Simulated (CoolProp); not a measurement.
Properties of sulfur dioxide along the isobar 23.2 MPa.

The numbers come from the reference Helmholtz-energy equation of state, Gao 2016 in CoolProp.

| T (°C) | phase | cp (kJ/(kg K)) | speed of sound (m/s) |
|---|---|---|---|
| 18.45 | liquid | 1.334 | 1020 |
| 32.25 | liquid | 1.340 | 970.9 |
| 46.05 | liquid | 1.349 | 922.2 |
| 59.85 | liquid | 1.361 | 873.5 |
| 73.65 | liquid | 1.376 | 824.6 |
| 87.45 | liquid | 1.394 | 775.6 |
| 101.25 | liquid | 1.417 | 726.4 |
| 115.05 | liquid | 1.445 | 677.1 |
| 128.85 | liquid | 1.479 | 627.9 |
| 142.65 | liquid | 1.520 | 579.2 |
| 156.45 | liquid | 1.569 | 531.6 |
| 170.25 | supercritical | 1.627 | 485.6 |
